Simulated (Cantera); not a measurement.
Input: 1 mol CaF₂, 20 mol H₂O, 1.6 mol N₂, at 1473 K and 1.00 bar.

Method: chemical equilibrium by Gibbs-energy minimisation in Cantera with the NASA 1993 tables (ideal gas, pure condensed phases). Candidate condensed phases: Ca, CaF₂, CaO, Ca(OH)₂, H₂O; 47 gas species. Mutual solubility and eutectic melting of coexisting phases are not modelled. Kinetics and transport are ignored.

Base state: H₂O 0.914, N₂ 0.0736, HF 0.0121, H₂ 0.000148, O₂ 6.51e-5, OH 2.47e-5 (mole fractions); condensed: CaF₂(s) + CaO(s).

Q: What changes in the equilibrium state with this change: temperature from 1473 K to 1223.15 K?

A: 
| species | before | after |
|---|---|---|
| H₂O | 0.914 | 0.925 |
| N₂ | 0.0736 | 0.0740 |
| HF | 0.0121 | 0.00125 |
| OH | 2.47e-5 | 8.30e-7 |
| H₂ | 0.000148 | 9.17e-6 |
| O₂ | 6.51e-5 | 4.22e-6 |
| CaF₂(s), mol | 0.868 | 0.986 |
| CaO(s), mol | 0.132 | 0.0135 |

Q: What changes in the equilibrium state with this change: pressure from 1.00 bar to 13.3 mbar?

A: 
```
species         before     after
------------  --------  --------
H₂O              0.914     0.840
HF              0.0121    0.0883
N₂              0.0736    0.0708
CaF₂           1.21e-6   7.01e-5
O₂             6.51e-5  0.000264
OH             2.47e-5   9.88e-5
H₂            0.000148  0.000587
CaF₂(s), mol     0.868         0
CaO(s), mol      0.132     0.998
```
